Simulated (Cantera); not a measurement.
Charge: 1 mol SiC, 0.0065 mol H2O, 160 mol N2, held at 2025 K and 13.3 mbar.

Cantera equilibrium calculation (NASA polynomials, part measured and part estimated; ideal gas, pure solids and liquids). Candidate condensed phases: C, C6H6, C7H8, C8H18, H2O, Si, SiC, SiO2, Si2N2O, Si3N4; 151 gas species. The numbers say what is thermodynamically allowed, not how fast it happens.

Base state: N2 1.000, Si 0.000262, CO 4.02e-5, H 3.55e-5, HCN 3.46e-5, SiC2 1.22e-5 (mole fractions); condensed: C(graphite) + SiC(s).

**Question.** What changes in the equilibrium state with this change: pressure from 13.3 mbar to 0.110 bar?

**Answer.** 
```json
[
 {"species": "N2", "before": "1.000", "after": "1.000"},
 {"species": "Si", "before": "0.000262", "after": "6.36e-5"},
 {"species": "CO", "before": "4.02e-5", "after": "3.91e-5"},
 {"species": "H", "before": "3.55e-5", "after": "2.16e-5"},
 {"species": "SiC2", "before": "1.22e-5", "after": "7.38e-7"},
 {"species": "H2", "before": "4.53e-6", "after": "1.38e-5"},
 {"species": "HCN", "before": "3.46e-5", "after": "3.02e-5"},
 {"species": "C(graphite), mol", "before": "0.0287", "after": "0"},
 {"species": "SiC(s), mol", "before": "0.952", "after": "0.988"}
]
```
